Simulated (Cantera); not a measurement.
A Cantera script and what it prints.

```python
import numpy as np
import cantera as ct

gas_names = [...]  # 109 gases of nasa_gas.yaml made of C, Cl, H, Si
cond_names = """
    C(gr) C6H6(L) C7H8(L) C8H18(L),n-octa Si(cr) Si(L) SiC(b)
""".split()


# ... load() reads the species with a 1 bar reference pressure and builds the phases ...
atoms = {
    'Si(CH3)4': {'Si': 1, 'C': 4, 'H': 12},
    'C3H8': {'C': 3, 'H': 8},
    'H2': {'H': 2},
    'HCl': {'H': 1, 'CL': 1},
}
top_T = {'C(gr)': 4500, 'SiC(b)': 3050}  # K; cautious upper limits of use, not melting points


# ... equilibrate(T, P, feed) seeds the gas with the atoms and calls Mixture.equilibrate('TP', solver="vcs", rtol=1e-11, max_steps=5000) ...
results = []
T = 950  # K
P = 2300  # Pa
for m in [24, 34, 46, 64, 89, 120, 170, 240, 330, 450, 630, 870, 1200]:
    feed = {'Si(CH3)4': 1, 'C3H8': 0.0058, 'H2': m, 'HCl': 0.022}  # mol
    mix = equilibrate(T, P, feed)
    results.append((T, P, feed, dict(zip(mix.species_names, mix.species_moles))))

top = {s: max(r[3][s] / sum(r[3][g] for g in gas_names) for r in results) for s in gas_names}
cols = sorted((s for s in top if top[s] > 1e-06), key=lambda s: -top[s])[:9]
seen = [c for c in cond_names if any(r[3].get(c, 0) > 1e-12 for r in results)]
print("log10 of partial pressures in bar; condensed amounts in mol")
print(f"{'n(H2)':>10s}" + "".join(f"{s[:9]:>10s}" for s in cols + seen))
for T, P, feed, n in results:
    ng = sum(n[g] for g in gas_names)
    print(f"{feed['H2']:10.4g}" + "".join(f"{np.log10(max(n[s] / ng * P / 1e5, 1e-99)):10.3f}" for s in cols)
          + "".join(f"{n.get(c, 0):10.4g}" for c in seen))
```

It prints:

```
log10 of partial pressures in bar; condensed amounts in mol
     n(H2)        H2       CH4       HCL     C(gr)    SiC(b)
        24    -1.640    -4.056    -4.772     2.903         1
        34    -1.640    -4.056    -4.897     2.865         1
        46    -1.640    -4.056    -5.011     2.819         1
        64    -1.640    -4.056    -5.140     2.751         1
        89    -1.640    -4.056    -5.272     2.655         1
       120    -1.640    -4.056    -5.395     2.537         1
       170    -1.640    -4.056    -5.540     2.347         1
       240    -1.640    -4.056    -5.685      2.08         1
       330    -1.640    -4.056    -5.821     1.737         1
       450    -1.640    -4.056    -5.953      1.28         1
       630    -1.640    -4.056    -6.098    0.5936         1
       870    -1.640    -4.100    -6.237         0         1
      1200    -1.639    -4.239    -6.376         0         1
```

Equilibrium computed with Cantera from the NASA thermochemical tables; the gas is ideal and each condensed phase is pure.
